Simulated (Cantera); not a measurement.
Charge: 1 mol AlN, 0.05 mol C, 0.23 mol N2, at 2248 K and 3.20 mbar.

Equilibrium computed with Cantera from the NASA thermochemical tables; the gas is ideal and each condensed phase is pure. Candidate condensed phases: Al, AlN, C; 16 gas species. Kinetics and transport are ignored.

Base state: Al 0.578, N2 0.422, CN 0.000115, Al2 0.000103 (mole fractions); condensed: C(graphite).

What changes in the equilibrium state with this change: pressure from 3.20 mbar to 0.890 bar?


| species | before | after |
|---|---|---|
| N2 | 0.422 | 0.998 |
| Al | 0.578 | 0.00159 |
| C2N2 | 6.09e-6 | 1.44e-5 |
| CN | 0.000115 | 1.06e-5 |
| Al2 | 0.000103 | 2.17e-7 |
| C(graphite), mol | 0.0498 | 0.0500 |
| AlN(s), mol | 0 | 1.000 |

What changes in the equilibrium state with this change: temperature from 2248 K to 2800 K?


```json
[
 {"species": "Al", "before": "0.578", "after": "0.571"},
 {"species": "N2", "before": "0.422", "after": "0.412"},
 {"species": "CN", "before": "0.000115", "after": "0.00884"},
 {"species": "C5", "before": "1.72e-9", "after": "3.48e-5"},
 {"species": "C2", "before": "1.72e-7", "after": "0.000646"},
 {"species": "C3", "before": "1.95e-6", "after": "0.00542"},
 {"species": "C(graphite), mol", "before": "0.0498", "after": "0"}
]
```
